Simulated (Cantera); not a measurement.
Feed: 1 mol MgO, 2.7 mol HI, equilibrated at 1300 Pa.

Cantera equilibrium calculation (NASA polynomials, part measured and part estimated; ideal gas, pure solids and liquids). Candidate condensed phases: H₂O, I₂, Mg, MgI₂, MgO, Mg(OH)₂; 20 gas species. Equilibrium is a limit: real reactors are often held back by kinetics, nucleation or transport. All values below are at 1648 K.

Base state: I 0.605, H₂ 0.303, HI 0.0683, H₂O 0.0111, MgI₂ 0.0104, I₂ 0.00103, MgI 0.000607, H 0.000430 (mole fractions); condensed: MgO(s).

Problem. What changes in the equilibrium state with this change: pressure from 1300 Pa to 470000 Pa?

Solution. 
```csv
species,before,after
HI,0.0683,0.397
I,0.605,0.241
H₂,0.303,0.179
I₂,0.00103,0.0587
MgI₂,0.0104,0.0623
H₂O,0.0111,0.0623
Mg,6.85e-5,1.99e-8
H,0.000430,1.74e-5
MgI,0.000607,2.53e-5
"MgO(s), mol",0.957,0.809
```
